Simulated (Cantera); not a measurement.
Charge: 1 mol FeS2, 1.8 mol H2, 0.42 mol N2, held at 1177 °C and 0.760 bar.

These are equilibrium values from Cantera (NASA tables, ideal gas, pure condensed phases), not measurements of a reactor. Candidate condensed phases: Fe, FeS, FeS2, S; 16 gas species. FeS: taken at fixed stoichiometry. Equilibrium is a limit: real reactors are often held back by kinetics, nucleation or transport.

Base state: H2 0.427, H2S 0.349, N2 0.181, S2 0.0404, SH 0.00173 (mole fractions); condensed: FeS(s).

Task: What changes in the equilibrium state with this change: temperature from 1177 °C to 1552 °C?

Result: 
```tsv
species	before	after
H2	0.427	0.549
N2	0.181	0.167
H2S	0.349	0.160
S2	0.0404	0.113
SH	0.00173	0.0116
S	5.15e-6	0.000349
H	7.09e-6	0.000374
FeS(s), mol	1.00	0
FeS(l), mol	0	1.000
```
